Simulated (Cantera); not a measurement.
What does this Cantera script print?

```python
import numpy as np
import cantera as ct

gas_names = [...]  # 113 gases of nasa_gas.yaml made of C, H, O, Pb
cond_names = """
    C(gr) C6H6(L) C7H8(L) C8H18(L),n-octa H2O(s) H2O(L) Pb(cr) Pb(L) PbO(rd) PbO(yw) PbO(L) PbO2(s)
    Pb3O4(s)
""".split()


# ... load() reads the species with a 1 bar reference pressure and builds the phases ...
atoms = {
    'PbO': {'Pb': 1, 'O': 1},
    'CH4': {'C': 1, 'H': 4},
    'H2': {'H': 2},
}
top_T = {'C(gr)': 4500, 'Pb3O4(s)': 820}  # K; cautious upper limits of use, not melting points


# ... equilibrate(T, P, feed) seeds the gas with the atoms and calls Mixture.equilibrate('TP', solver="vcs", rtol=1e-11, max_steps=5000) ...
results = []
feed = {'PbO': 1, 'CH4': 0.6, 'H2': 0.21}  # mol
P = 18000  # Pa
for T in [1223, 1323, 1423, 1523, 1623, 1723, 1823, 1923, 2023, 2123, 2223, 2323, 2423]:
    mix = equilibrate(T, P, feed)
    results.append((T, P, feed, dict(zip(mix.species_names, mix.species_moles))))
    x = sorted(zip(gas.X, gas.species_names), reverse=True)
    print(f"T = {T:g} K  P = {P:g} Pa  gas = {mix.phase_moles(0):.4g} mol")
    print("   x: " + "  ".join(f"{s} {v:.3e}" for v, s in x if v > 1e-05))
    print("   condensed (mol): " + ("  ".join(f"{mix.phase(i).name} {mix.phase_moles(i):.4g}"
          for i in range(1, mix.n_phases) if mix.phase_moles(i) > 1e-12) or "none"))
```

Output:

```
T = 1223 K  P = 18000 Pa  gas = 2.02 mol
   x: H2 5.471e-01  CO 2.498e-01  H2O 1.508e-01  CO2 4.716e-02  Pb 5.042e-03
   condensed (mol): Pb(L) 0.9898
T = 1323 K  P = 18000 Pa  gas = 2.05 mol
   x: H2 5.324e-01  CO 2.529e-01  H2O 1.553e-01  CO2 3.977e-02  Pb 1.953e-02
   condensed (mol): Pb(L) 0.9599
T = 1423 K  P = 18000 Pa  gas = 2.144 mol
   x: H2 5.043e-01  CO 2.468e-01  H2O 1.535e-01  Pb 6.226e-02  CO2 3.314e-02  Pb2 1.554e-05  H 1.112e-05
   condensed (mol): Pb(L) 0.8665
T = 1523 K  P = 18000 Pa  gas = 2.421 mol
   x: H2 4.431e-01  CO 2.218e-01  Pb 1.697e-01  H2O 1.392e-01  CO2 2.597e-02  Pb2 8.215e-05  H 3.626e-05  PbO 2.368e-05
   condensed (mol): Pb(L) 0.5886
T = 1623 K  P = 18000 Pa  gas = 3.009 mol
   x: H2 3.544e-01  Pb 3.317e-01  CO 1.806e-01  H2O 1.141e-01  CO2 1.875e-02  Pb2 2.324e-04  H 9.698e-05  PbO 8.657e-05
   condensed (mol): none
T = 1723 K  P = 18000 Pa  gas = 3.01 mol
   x: H2 3.526e-01  Pb 3.317e-01  CO 1.823e-01  H2O 1.157e-01  CO2 1.704e-02  H 2.552e-04  Pb2 1.778e-04  PbO 1.502e-04
   condensed (mol): none
T = 1823 K  P = 18000 Pa  gas = 3.011 mol
   x: H2 3.511e-01  Pb 3.316e-01  CO 1.837e-01  H2O 1.170e-01  CO2 1.565e-02  H 6.051e-04  PbO 2.446e-04  Pb2 1.398e-04  OH 1.403e-05
   condensed (mol): none
T = 1923 K  P = 18000 Pa  gas = 3.012 mol
   x: H2 3.496e-01  Pb 3.314e-01  CO 1.847e-01  H2O 1.179e-01  CO2 1.450e-02  H 1.313e-03  PbO 3.777e-04  Pb2 1.123e-04  OH 3.811e-05
   condensed (mol): none
T = 2023 K  P = 18000 Pa  gas = 3.014 mol
   x: H2 3.479e-01  Pb 3.311e-01  CO 1.855e-01  H2O 1.185e-01  CO2 1.354e-02  H 2.640e-03  PbO 5.572e-04  OH 9.368e-05  Pb2 9.182e-05
   condensed (mol): none
T = 2123 K  P = 18000 Pa  gas = 3.018 mol
   x: H2 3.458e-01  Pb 3.304e-01  CO 1.861e-01  H2O 1.188e-01  CO2 1.273e-02  H 4.973e-03  PbO 7.903e-04  OH 2.113e-04  Pb2 7.620e-05
   condensed (mol): none
T = 2223 K  P = 18000 Pa  gas = 3.024 mol
   x: H2 3.429e-01  Pb 3.295e-01  CO 1.864e-01  H2O 1.187e-01  CO2 1.204e-02  H 8.842e-03  PbO 1.083e-03  OH 4.420e-04  Pb2 6.397e-05
   condensed (mol): none
T = 2323 K  P = 18000 Pa  gas = 3.034 mol
   x: H2 3.388e-01  Pb 3.281e-01  CO 1.863e-01  H2O 1.181e-01  H 1.494e-02  CO2 1.144e-02  PbO 1.439e-03  OH 8.659e-04  Pb2 5.418e-05  O 2.595e-05
   condensed (mol): none
T = 2423 K  P = 18000 Pa  gas = 3.049 mol
   x: H2 3.328e-01  Pb 3.260e-01  CO 1.859e-01  H2O 1.167e-01  H 2.411e-02  CO2 1.090e-02  PbO 1.861e-03  OH 1.599e-03  O 7.724e-05  Pb2 4.616e-05  O2 1.119e-05
   condensed (mol): none
```

Method: chemical equilibrium by Gibbs-energy minimisation in Cantera with the NASA 1993 tables (ideal gas, pure condensed phases). Gases not in the tables: (PbO)n polymers.
